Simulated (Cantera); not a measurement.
A perfectly stirred reactor is fed with NO : N2 = 1 : 1.4 (molar parts), at 0.210 bar; it is held at 2100 K, and followed from long to short residence time.

Cantera simulation using GRI-Mech 3.0 (53 species, 325 reactions); the numbers are that mechanism's predictions, not measurements.

```json
[
 {"quantity": "x(NO) at τ = 6.70 s", "before": "0.0590", "after": "0.0534"},
 {"quantity": "x(O) at τ = 6.70 s", "before": "0.00129", "after": "0.00119"},
 {"quantity": "x(NO2) at τ = 6.70 s", "before": "3.65e-5", "after": "3.05e-5"},
 {"quantity": "x(O2) at τ = 6.70 s", "before": "0.178", "after": "0.151"},
 {"quantity": "x(N2O) at τ = 6.70 s", "before": "1.49e-6", "after": "1.28e-6"},
 {"quantity": "x(NO) at τ = 0.250 s", "before": "0.335", "after": "0.294"},
 {"quantity": "x(O) at τ = 0.250 s", "before": "0.000677", "after": "0.000603"},
 {"quantity": "x(NO2) at τ = 0.250 s", "before": "0.000102", "after": "7.99e-5"},
 {"quantity": "x(O2) at τ = 0.250 s", "before": "0.0402", "after": "0.0313"},
 {"quantity": "x(N2O) at τ = 0.250 s", "before": "4.77e-5", "after": "3.72e-5"}
]
```

### Question
What was changed between the two runs?
A) temperature 2100 to 1575 K
B) N2 1.4 to 0.71 parts
C) N2 1.4 to 1.8 parts
D) N2 1.4 to 9 parts

### Answer
C, N2 1.4 to 1.8 parts
